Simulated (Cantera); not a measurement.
A closed system holds: 1 mol SiH2Cl2, 0.22 mol CH4, 150 mol H2, at 300 Pa.

Method: chemical equilibrium by Gibbs-energy minimisation in Cantera with the NASA 1993 tables (ideal gas, pure condensed phases). Candidate condensed phases: C, C6H6, C7H8, C8H18, Si, SiC; 109 gas species. The tables' values for SiCl are old estimates; treat these amounts as uncertain. The numbers say what is thermodynamically allowed, not how fast it happens.

At 2275 K, list the 7 most abundant gas species with their mole fractions, and the condensed phases.

H2 0.839, H 0.142, HCl 0.0107, Si 0.00571, Cl 0.00131, C2H2 (acetylene) 0.000526, SiC2 0.000119. Condensed: gas only.
